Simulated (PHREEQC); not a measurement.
A solution holds 0.0052 mol/kgw LiCl and 0.0014 mol/kgw FeCl2, at 5 °C. Closed to the air; pH follows from the charge balance.

Model: ion-association model, phreeqc.dat, run in PHREEQC.

Question: The ionic strength comes out as 0.00938 mol/kgw. What activity coefficients do Li+, FeCl+, Cl-, Fe+2 get?

Answer: Li+ 0.91, FeCl+ 0.91, Cl- 0.91, Fe+2 0.69.

This is a speciation only: nothing precipitates in the calculation. Away from 25 °C the constants follow the database's enthalpies or fits; those with neither stay at their 25 °C values.
